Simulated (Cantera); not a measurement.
Charge: 1 mol SiC, 0.0013 mol O₂, 64 mol H₂, at 1.00 bar.

These are equilibrium values from Cantera (NASA tables, ideal gas, pure condensed phases), not measurements of a reactor. Candidate condensed phases: C, C₆H₆, C₇H₈, C₈H₁₈, H₂O, Si, SiC, SiO₂; 123 gas species. Mutual solubility and eutectic melting of coexisting phases are not modelled. The tables hold silica as quartz up to 1696 K and as liquid above; real silica turns to tridymite and cristobalite and melts near 1996 K. Gases not in the tables: Si₂H₆ and higher silanes. The numbers say what is thermodynamically allowed, not how fast it happens.

x: gas mole fraction; n: condensed amount in mol.

```
T (K)   x H₂  x H    x SiO    x CH₄   x SiH₂   n Si(s)  n SiC(s)  n SiO₂(β-quartz)
-----  -----  ---  -------  -------  -------  --------  --------  ----------------
1100   1.000    …  2.30e-8  3.11e-5  1.32e-9  0.000656     0.998           0.00130
1200   1.000    …  5.36e-7  2.66e-5  1.19e-8  0.000347     0.998           0.00128
1300   1.000    …  7.41e-6  2.45e-5  7.25e-8         0     0.998           0.00105
1400   1.000    …  3.76e-5  3.62e-5  2.16e-7         0     0.998                 0
1500   1.000    …  3.68e-5  3.47e-5  8.08e-7         0     0.998                 0
1600   1.000    …  3.53e-5  3.35e-5  2.57e-6         0     0.998                 0
1700   1.000    …  3.30e-5  3.35e-5  6.87e-6         0     0.997                 0
1800   1.000    …  2.90e-5  3.60e-5  1.54e-5         0     0.997                 0
```

Task: Complete the blanks.

Result: 
- 1100, x H: 2.59e-8
- 1200, x H: 1.97e-7
- 1300, x H: 1.11e-6
- 1400, x H: 4.86e-6
- 1500, x H: 1.76e-5
- 1600, x H: 5.44e-5
- 1700, x H: 0.000147
- 1800, x H: 0.000358
